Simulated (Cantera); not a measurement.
Charge: 1 mol Si, a varied amount of N2O, 620 mol N2, at 1902 °C and 910000 Pa.

Cantera equilibrium calculation (NASA polynomials, part measured and part estimated; ideal gas, pure solids and liquids). Candidate condensed phases: Si, SiO2, Si2N2O, Si3N4; 16 gas species. The tables hold silica as quartz up to 1696 K and as liquid above; real silica turns to tridymite and cristobalite and melts near 1996 K. Rates play no part.

Q: Which condensed phases are stable at each of these points (n(N2O) (mol)): 0.3, 0.54, 0.78, 1, 1.3, 1.5, 1.8, 2, 2.2?

A: 
| n(N2O) (mol) | condensed phases | Si condensed (%) |
|---|---|---|
| 0.3 | Si3N4(s) | 69.0 |
| 0.54 | Si3N4(s) | 45.0 |
| 0.78 | Si3N4(s) | 21.0 |
| 1 | gas only | 0.0 |
| 1.3 | SiO2(l) | 29.9 |
| 1.5 | SiO2(l) | 49.9 |
| 1.8 | SiO2(l) | 79.8 |
| 2 | SiO2(l) | 98.0 |
| 2.2 | SiO2(l) | 99.7 |

From 0.3 mol N2O to 0.78 mol N2O the condensed part is Si3N4(s). At 1 mol N2O nothing is condensed. From 1.3 mol N2O to 2.2 mol N2O the condensed part is SiO2(l).
